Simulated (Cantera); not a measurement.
# Equilibrium for tantalum, niobium, vanadium and zirconium in process gases: Nb + H2O + H2

Charge: 1 mol Nb, 7.3 mol H2O, 13 mol H2, held at 0.940 bar.

Method: chemical equilibrium by Gibbs-energy minimisation in Cantera with the NASA 1993 tables (ideal gas, pure condensed phases). Candidate condensed phases: H2O, Nb, NbO, NbO2, Nb2O5; 12 gas species. Condensed phases not in the tables: the oxides between NbO2 and Nb2O5. Kinetics and transport are ignored.

| T (K) | log p H2 | log p H2O | log p H | log p OH | log p NbO2 | n Nb2O5(s) | n Nb2O5(l) |
|---|---|---|---|---|---|---|---|
| 1473 | -0.14 | -0.65 | -4.97 | -7.06 | -10.85 | 0.500 | 0 |
| 1523 | -0.14 | -0.65 | -4.71 | -6.73 | -10.15 | 0.500 | 0 |
| 1573 | -0.14 | -0.65 | -4.46 | -6.41 | -9.50 | 0.500 | 0 |
| 1623 | -0.14 | -0.65 | -4.23 | -6.12 | -8.89 | 0.500 | 0 |
| 1673 | -0.14 | -0.65 | -4.02 | -5.84 | -8.32 | 0.500 | 0 |
| 1723 | -0.14 | -0.65 | -3.81 | -5.58 | -7.79 | 0.500 | 0 |
| 1773 | -0.14 | -0.65 | -3.62 | -5.33 | -7.28 | 0.500 | 0 |
| 1823 | -0.14 | -0.65 | -3.44 | -5.10 | -6.83 | 0 | 0.500 |
log p: log10 of the partial pressure in bar; n: condensed amount in mol.

From 1473 K to 1773 K the condensed part is Nb2O5(s). At 1823 K the condensed part is Nb2O5(l).
